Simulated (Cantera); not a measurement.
An isothermal, constant-pressure homogeneous reactor starts with CH4 : H2 = 0.019 : 1 (molar parts), at 1700 K and 1300 Pa. Integrator tolerance rtol = 1e-08.

Computed with Cantera and GRI-Mech 3.0 (53 species, 325 reactions). GRI-Mech 3.0 stops at C3 and has no aromatics, soot or wall deposition, so with more carbon than oxygen in the feed, carbon stays in small species such as C2H2 where larger ones or solid carbon would form. Radical loss at walls, strong at low pressure, is not modelled.

Question: What does this change do: temperature 1700 to 2900 K?

Answer: 
| quantity | before | after |
|---|---|---|
| x(CH4) at 20.0 s | 0.000840 (gas-phase equilibrium 0.000154) | 8.22e-8 (gas-phase equilibrium 8.23e-8) |
| x(H2) at 20.0 s | 0.989 (gas-phase equilibrium 0.989) | 0.373 (gas-phase equilibrium 0.373) |
| x(C2H) at 20.0 s | 6.31e-8 (gas-phase equilibrium 6.62e-8) | 0.00116 (gas-phase equilibrium 0.00116) |
| x(H) at 20.0 s | 0.00128 (gas-phase equilibrium 0.00129) | 0.620 (gas-phase equilibrium 0.620) |
| x(C2H2) at 20.0 s | 0.00872 (gas-phase equilibrium 0.00906) | 0.00473 (gas-phase equilibrium 0.00473) |
| x(CH2) at 20.0 s | 2.94e-8 (gas-phase equilibrium 5.53e-9) | 6.59e-6 (gas-phase equilibrium 6.60e-6) |

Question: What does this change do: temperature 1700 to 1798 K?

Answer: 
| quantity | before | after |
|---|---|---|
| x(CH4) at 20.0 s | 0.000840 (gas-phase equilibrium 0.000154) | 0.000154 (gas-phase equilibrium 7.13e-5) |
| x(H2) at 20.0 s | 0.989 (gas-phase equilibrium 0.989) | 0.988 (gas-phase equilibrium 0.988) |
| x(C2H) at 20.0 s | 6.31e-8 (gas-phase equilibrium 6.62e-8) | 2.45e-7 (gas-phase equilibrium 2.47e-7) |
| x(H) at 20.0 s | 0.00128 (gas-phase equilibrium 0.00129) | 0.00309 (gas-phase equilibrium 0.00309) |
| x(C2H2) at 20.0 s | 0.00872 (gas-phase equilibrium 0.00906) | 0.00905 (gas-phase equilibrium 0.00910) |
| x(CH2) at 20.0 s | 2.94e-8 (gas-phase equilibrium 5.53e-9) | 3.39e-8 (gas-phase equilibrium 1.58e-8) |

Question: What does this change do: H2 1 to 8.2 parts?

Answer: 
```
quantity                                              before                                     after
-----------------  -----------------------------------------  ----------------------------------------
x(CH4) at 20.0 s   0.000840 (gas-phase equilibrium 0.000154)  0.000639 (gas-phase equilibrium 5.51e-5)
x(H2) at 20.0 s          0.989 (gas-phase equilibrium 0.989)       0.997 (gas-phase equilibrium 0.998)
x(C2H) at 20.0 s     6.31e-8 (gas-phase equilibrium 6.62e-8)   5.94e-9 (gas-phase equilibrium 8.17e-9)
x(H) at 20.0 s       0.00128 (gas-phase equilibrium 0.00129)   0.00129 (gas-phase equilibrium 0.00130)
x(C2H2) at 20.0 s    0.00872 (gas-phase equilibrium 0.00906)  0.000825 (gas-phase equilibrium 0.00112)
x(CH2) at 20.0 s     2.94e-8 (gas-phase equilibrium 5.53e-9)   2.22e-8 (gas-phase equilibrium 1.96e-9)
```
